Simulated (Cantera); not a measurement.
# Ammonia decomposition in nitride growth gas

An isothermal, constant-pressure homogeneous reactor starts with 32.3 % NH3, 67.7 % H2, at 1573 K and 0.987 atm.

Detailed kinetics in Cantera: the gas-phase N/H chemistry of the illustrative SiF4/NH3 mechanism in the Surface Chemkin manual (1991). Walls and surfaces, which speed up NH3 decomposition in real reactors, are not modelled.

```json
[
 {"t (s)": "0.000900", "x NH3": "0.323", "x H2": "0.677", "x N2H4": "2.76e-9", "x NH2": "8.32e-6", "x N2H2": "3.90e-9"},
 {"t (s)": "0.00288", "x NH3": "0.323", "x H2": "0.677", "x N2H4": "1.89e-8", "x NH2": "2.17e-5", "x N2H2": "2.92e-8"},
 {"t (s)": "0.00924", "x NH3": "0.322", "x H2": "0.677", "x N2H4": "3.32e-8", "x NH2": "2.88e-5", "x N2H2": "5.33e-8"},
 {"t (s)": "0.0296", "x NH3": "0.322", "x H2": "0.678", "x N2H4": "3.34e-8", "x NH2": "2.89e-5", "x N2H2": "5.36e-8"},
 {"t (s)": "0.0949", "x NH3": "0.321", "x H2": "0.678", "x N2H4": "3.32e-8", "x NH2": "2.88e-5", "x N2H2": "5.34e-8"},
 {"t (s)": "0.304", "x NH3": "0.319", "x H2": "0.680", "x N2H4": "3.28e-8", "x NH2": "2.87e-5", "x N2H2": "5.26e-8"},
 {"t (s)": "0.974", "x NH3": "0.312", "x H2": "0.684", "x N2H4": "3.15e-8", "x NH2": "2.81e-5", "x N2H2": "5.02e-8"},
 {"t (s)": "3.12", "x NH3": "0.290", "x H2": "0.698", "x N2H4": "2.77e-8", "x NH2": "2.63e-5", "x N2H2": "4.37e-8"},
 {"t (s)": "10.0", "x NH3": "0.237", "x H2": "0.731", "x N2H4": "1.92e-8", "x NH2": "2.19e-5", "x N2H2": "2.96e-8"}
]
```
x: mole fraction; the columns are a selection and need not sum to one.

Equilibrium at this temperature and pressure: NH3 1.42e-5, H2 0.878, N2H4 <1e-12, NH2 1.45e-9, N2H2 <1e-12 (gas phase only).
